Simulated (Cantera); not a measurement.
Charge: 1 mol SiCl4, 3.3 mol NH3, 39 mol H2, held at 1275 K and 2.00 mbar.

Equilibrium computed with Cantera from the NASA thermochemical tables; the gas is ideal and each condensed phase is pure. Candidate condensed phases: NH4Cl, Si, Si3N4; 28 gas species. The tables' values for SiCl3 are old estimates; treat these amounts as uncertain. Kinetics and transport are ignored.

Base state: H2 0.894, HCl 0.0837, N2 0.0214, SiCl2 0.000665, SiCl3 3.64e-5, H 1.56e-5, SiCl4 1.30e-5 (mole fractions); condensed: Si3N4(s).

Task: What changes in the equilibrium state with this change: temperature from 1275 K to 2098.15 K?

Result: 
| species | before | after |
|---|---|---|
| H2 | 0.894 | 0.812 |
| HCl | 0.0837 | 0.0690 |
| H | 1.56e-5 | 0.0621 |
| Si | <1e-9 | 0.0155 |
| N2 | 0.0214 | 0.0329 |
| SiH | <1e-9 | 0.000340 |
| SiCl | 8.67e-9 | 0.00100 |
| Si2 | <1e-9 | 4.75e-5 |
| Si3N4(s), mol | 0.322 | 0 |
The tables' values for SiCl, SiN are old estimates; treat these amounts as uncertain. Gases not in the tables: Si2H6 and higher silanes.
